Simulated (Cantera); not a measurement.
A perfectly stirred reactor is fed with 0.828 % CH₄, 0.611 % O₂, 98.6 % N₂, at 3750 Torr; it is held at 1573 K, and followed from long to short residence time.

Cantera simulation using GRI-Mech 3.0 (53 species, 325 reactions); the numbers are that mechanism's predictions, not measurements.

**Question.** Predict: x(CH₄) at τ = 19.0 s; x(O₂) at τ = 19.0 s; x(CO) at τ = 19.0 s; x(NO) at τ = 19.0 s; x(CH₄) at τ = 0.210 s; x(O₂) at τ = 0.210 s; x(CO) at τ = 0.210 s; x(C₂H) at τ = 0.210 s; x(NO) at τ = 0.210 s.

**Answer.** 
```json
{
 "x(CH₄) at τ = 19.0 s": "0.000663",
 "x(O₂) at τ = 19.0 s": "5.00e-6",
 "x(CO) at τ = 19.0 s": "0.00504",
 "x(NO) at τ = 19.0 s": "2.84e-8",
 "x(CH₄) at τ = 0.210 s": "0.00222",
 "x(O₂) at τ = 0.210 s": "0.000318",
 "x(CO) at τ = 0.210 s": "0.00332",
 "x(C₂H) at τ = 0.210 s": "1.13e-9",
 "x(NO) at τ = 0.210 s": "2.79e-8"
}
```
